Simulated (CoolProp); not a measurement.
Vapour-liquid equilibrium of propylene (1) + R114 (2) at 610 kPa; x and y are mole fractions of (1).

Computed with CoolProp (multi-fluid Helmholtz-energy mixture model, Lemmon 2013 and Platzer 1990; pair parameters Bell 2016). This equation is an older, rougher fit; its heat capacities, sound speeds and derivatives of the liquid may be far off and weren't checked against measurements.

```json
[
 {"x": "0.05", "bubble temperature (K)": "328.1", "y at the bubble point": "0.183", "dew temperature at overall composition x (K)": "333.3", "liquid density (mol/L)": "8.044"},
 {"x": "0.2", "bubble temperature (K)": "?", "y at the bubble point": "0.549", "dew temperature at overall composition x (K)": "327.4", "liquid density (mol/L)": "?"},
 {"x": "0.35", "bubble temperature (K)": "298.1", "y at the bubble point": "?", "dew temperature at overall composition x (K)": "320.7", "liquid density (mol/L)": "9.468"},
 {"x": "0.5", "bubble temperature (K)": "290.0", "y at the bubble point": "0.829", "dew temperature at overall composition x (K)": "313.1", "liquid density (mol/L)": "10.15"},
 {"x": "0.65", "bubble temperature (K)": "?", "y at the bubble point": "?", "dew temperature at overall composition x (K)": "304.0", "liquid density (mol/L)": "10.86"},
 {"x": "0.8", "bubble temperature (K)": "279.9", "y at the bubble point": "0.937", "dew temperature at overall composition x (K)": "292.6", "liquid density (mol/L)": "?"},
 {"x": "0.95", "bubble temperature (K)": "275.9", "y at the bubble point": "?", "dew temperature at overall composition x (K)": "278.7", "liquid density (mol/L)": "12.58"}
]
```

### Question
Some entries are withheld; supply them.

### Answer

- 0.2, bubble temperature (K): 310.3
- 0.2, liquid density (mol/L): 8.778
- 0.35, y at the bubble point: 0.732
- 0.65, bubble temperature (K): 284.3
- 0.65, y at the bubble point: 0.889
- 0.8, liquid density (mol/L): 11.65
- 0.95, y at the bubble point: 0.983

No azeotrope shows between x = 0.05 and 0.95.

The pair parameters rest on a limited set of measurements; away from them the model extrapolates.
